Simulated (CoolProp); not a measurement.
Properties of CH3F (R41) at several states (Tc = 44.1 °C, pc = 5906 kPa, ω = 0.200).

Computed with CoolProp (reference Helmholtz-energy equation of state, Lemmon 2006). It is a short technical equation, of lower accuracy than the large ones.

| T (°C) | p (kPa) | phase | cv (kJ/(kg K)) | expansivity (1/kK) |
|---|---|---|---|---|
| -51.75 | 1090 | liquid | 1.230 | 2.842 |
| -90.15 | 1540 | liquid | 1.306 | 2.196 |
| 71.25 | 113 | gas | 0.9429 | 2.960 |
| 49.95 | 249 | gas | 0.9111 | 3.261 |
| -69.05 | 2770 | liquid | 1.257 | 2.450 |
| -54.35 | 7200 | liquid | 1.231 | 2.561 |
